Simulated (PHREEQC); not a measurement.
# Brine: speciation

Dissolve 1.7 mol/kgw NaCl and 0.2 mol/kgw MgSO4 at 79 °C. Closed to the air; pH follows from the charge balance.

Computed with PHREEQC (Pitzer model, pitzer.dat).

This is a speciation only: nothing precipitates in the calculation.

### Question
Estimate the activity of water, osmotic coefficient, density.

### Answer
activity of water 0.937; osmotic coefficient 0.953; density 1.056 g/cm³.

Species that the database lacks are ignored. At this temperature some constants are extrapolated from 25 °C, and those without enthalpy data are left unchanged.
